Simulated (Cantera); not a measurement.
An isothermal, constant-pressure homogeneous reactor starts with N2O : O2 = 1 : 0.089 (molar parts), at 1023 K and 0.0133 bar. Integrator tolerance rtol = 1e-08.

Computed with Cantera and GRI-Mech 3.0 (53 species, 325 reactions). GRI-Mech 3.0 was tuned for natural gas; its chemistry of N2O as a main component is partial and can be far from experiment. Radical loss at walls, strong at low pressure, is not modelled. The mechanism lacks the step 2 NO + O2 → 2 NO2, which can matter for NO2 below about 1400 K. The temperature is held fixed by assumption; the heat of reaction is taken as removed at once.

```tsv
quantity	before	after
x(N2O) at 90.0 s	0.899 (gas-phase equilibrium 3.96e-10)	8.28e-6 (gas-phase equilibrium 1.41e-8)
x(O2) at 90.0 s	0.0874 (gas-phase equilibrium 0.371)	0.280 (gas-phase equilibrium 0.369)
x(NO) at 90.0 s	0.000590 (gas-phase equilibrium 4.78e-5)	0.181 (gas-phase equilibrium 0.00228)
x(O) at 90.0 s	7.02e-8 (gas-phase equilibrium 1.65e-9)	6.63e-5 (gas-phase equilibrium 7.50e-5)
x(N2) at 90.0 s	0.0126 (gas-phase equilibrium 0.629)	0.539 (gas-phase equilibrium 0.628)
x(NO2) at 90.0 s	1.16e-7 (gas-phase equilibrium 3.36e-7)	9.63e-5 (gas-phase equilibrium 1.41e-6)
```

Q: Name the change that produced these shifts.
A) pressure from 0.0133 bar to 1.01 bar
B) temperature 1023 to 1548 K
C) temperature 1023 to 1525 K
D) temperature 1023 to 1598 K

A: D, temperature 1023 to 1598 K
